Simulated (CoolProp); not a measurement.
The fluid at 308.08 K and 10.2 MPa is throttled through a valve to 1.33 MPa with no heat exchange. The same conditions are run with several fluids, on thermodynamics alone (safety and materials aside).

Computed with CoolProp (reference Helmholtz-energy equation of state of each fluid (hydrogen sulfide: Lemmon 2006; R141b: Lemmon 2006; sulfur hexafluoride: Guder 2009; CH2F2 (R32): Tillner-Roth 1997; R21: Platzer 1990)). The equations of Platzer and Polt are older, rougher fits.

```
fluid                temperature change (K)                       final phase  final density (kg/m³)
-------------------  ----------------------  --------------------------------  ---------------------
hydrogen sulfide                      -26.0  two-phase, vapour fraction 0.128                      …
R141b                                     …                            liquid                      …
sulfur hexafluoride                       …  two-phase, vapour fraction 0.387                    259
CH2F2 (R32)                               …                                 …                      …
R21                                    +2.9                            liquid                   1340
```

Fill in the missing entries.


- hydrogen sulfide, final density (kg/m³): 147
- R141b, temperature change (K): +3.3
- R141b, final density (kg/m³): 1210
- sulfur hexafluoride, temperature change (K): -32.7
- CH2F2 (R32), temperature change (K): -18.6
- CH2F2 (R32), final phase: two-phase, vapour fraction 0.113
- CH2F2 (R32), final density (kg/m³): 251
